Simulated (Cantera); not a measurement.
Input: 1 mol FeS, 0.99 mol SO₂, 17 mol N₂, held at 13.3 mbar.

Cantera equilibrium calculation (NASA polynomials, part measured and part estimated; ideal gas, pure solids and liquids). Candidate condensed phases: Fe, FeO, FeS, FeSO₄, FeS₂, Fe₂O₃, Fe₂(SO₄)₃, Fe₃O₄, S; 19 gas species. Metal and sulfide melt together well below either melting point, which pure phases cannot show. Mutual solubility and eutectic melting of coexisting phases are not modelled. The tables' stoichiometric FeO is somewhat more stable than real wüstite, so its field is too wide. FeO, FeS: taken at fixed stoichiometry. Gases not in the tables: S₃ to S₇. Equilibrium is a limit: real reactors are often held back by kinetics, nucleation or transport.

x: gas mole fraction; n: condensed amount in mol.

| T (K) | x N₂ | x SO₂ | x S₂ | x SO | x Fe | x S | n FeS(s) | n Fe₃O₄(s) | n FeO(s) | n FeO(l) |
|---|---|---|---|---|---|---|---|---|---|---|
| 948 | 0.944 | 0.0516 | 0.00418 | 5.02e-6 | <1e-12 | [?] | 0.908 | 0.0305 | 0 | 0 |
| 1048 | 0.944 | 0.0496 | 0.00654 | 2.40e-5 | <1e-12 | [?] | 0.857 | 0.0477 | 0 | 0 |
| 1148 | 0.943 | 0.0472 | 0.00936 | 8.64e-5 | 4.96e-12 | [?] | 0.795 | 0.0683 | 0 | 0 |
| 1248 | 0.940 | 0.0432 | 0.0168 | 0.000265 | 4.07e-10 | [?] | 0.590 | 0 | 0.410 | 0 |
| 1348 | 0.936 | 0.0353 | 0.0279 | 0.000648 | 1.70e-8 | [?] | 0.317 | 0 | 0.683 | 0 |
| 1448 | 0.932 | 0.0266 | 0.0399 | 0.00130 | 4.34e-7 | [?] | 0.0169 | 0 | 0.983 | 0 |
| 1548 | 0.931 | 0.0255 | 0.0402 | 0.00245 | 6.01e-6 | [?] | 0 | 0 | 1.000 | 0 |
| 1648 | 0.931 | 0.0246 | 0.0397 | 0.00424 | 5.96e-5 | [?] | 0 | 0 | 0.999 | 0 |
| 1748 | 0.930 | 0.0235 | 0.0386 | 0.00682 | 0.000409 | [?] | 0 | 0 | 0 | 0.992 |
| 1848 | 0.926 | 0.0225 | 0.0367 | 0.0104 | 0.00224 | [?] | 0 | 0 | 0 | 0.958 |
| 1948 | 0.916 | 0.0234 | 0.0323 | 0.0153 | 0.00962 | [?] | 0 | 0 | 0 | 0.819 |

Question: Complete the blanks.

Answer: 
- 948, x S: 9.32e-10
- 1048, x S: 1.59e-8
- 1148, x S: 1.65e-7
- 1248, x S: 1.36e-6
- 1348, x S: 8.27e-6
- 1448, x S: 3.77e-5
- 1548, x S: 0.000121
- 1648, x S: 0.000335
- 1748, x S: 0.000820
- 1848, x S: 0.00180
- 1948, x S: 0.00349
